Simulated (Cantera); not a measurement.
A closed system holds: 1 mol SiH4, 0.0067 mol C2H2, 170 mol H2, at 0.140 bar.

Equilibrium computed with Cantera from the NASA thermochemical tables; the gas is ideal and each condensed phase is pure. Candidate condensed phases: C, C6H6, C7H8, C8H18, Si, SiC; 87 gas species. Mutual solubility and eutectic melting of coexisting phases are not modelled. Gases not in the tables: Si2H6 and higher silanes. The numbers say what is thermodynamically allowed, not how fast it happens.

### Question
What share of the Si ends up in condensed phases as a function of T (K), at 2098, 2148, 2198, 2248, 2298, 2348, 2398, 2448, 2498?

### Answer
```
T (K)  Si condensed (%)              as
-----  ----------------  --------------
2098               75.6  Si(l) + SiC(s)
2148               60.9           Si(l)
2198               38.6           Si(l)
2248                4.7           Si(l)
2298                0.0               -
2348                0.0               -
2398                0.0               -
2448                0.0               -
2498                0.0               -
```
